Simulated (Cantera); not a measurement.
**Hydrocarbon pyrolysis for carbon deposition**

An isothermal, constant-pressure homogeneous reactor starts with CH4 : N2 = 1 : 100 (molar parts), at 1423 K and 0.160 bar.

Detailed kinetics in Cantera: GRI-Mech 3.0 (53 species, 325 reactions). GRI-Mech 3.0 stops at C3 and has no aromatics, soot or wall deposition, so with more carbon than oxygen in the feed, carbon stays in small species such as C2H2 where larger ones or solid carbon would form.

```tsv
t (s)	x CH4	x HCN	x H2	x C2H2	x H	x CH2
9.00e-5	0.00990	<1e-12	4.91e-9	<1e-12	3.32e-9	<1e-12
0.000228	0.00990	<1e-12	1.72e-8	<1e-12	3.72e-9	<1e-12
0.000580	0.00990	<1e-12	4.93e-8	<1e-12	3.73e-9	<1e-12
0.00147	0.00990	<1e-12	1.31e-7	<1e-12	3.73e-9	<1e-12
0.00374	0.00990	<1e-12	3.39e-7	<1e-12	3.75e-9	2.03e-12
0.00949	0.00990	<1e-12	8.72e-7	1.02e-11	3.84e-9	1.17e-11
0.0241	0.00990	<1e-12	2.33e-6	4.27e-10	4.40e-9	6.45e-11
0.0611	0.00989	<1e-12	7.27e-6	1.61e-8	6.97e-9	2.88e-10
0.155	0.00986	1.64e-12	3.18e-5	5.08e-7	1.73e-8	1.00e-9
0.394	0.00970	2.67e-11	0.000188	1.28e-5	6.18e-8	2.63e-9
1.00	0.00908	3.88e-10	0.000962	0.000182	2.09e-7	3.41e-9
```
x: mole fraction; the columns are a selection and need not sum to one.

Equilibrium at this temperature and pressure: CH4 1.15e-5, HCN 0.00901, H2 0.0147, C2H2 0.000392, H 2.03e-6, CH2 3.27e-12 (gas phase only).
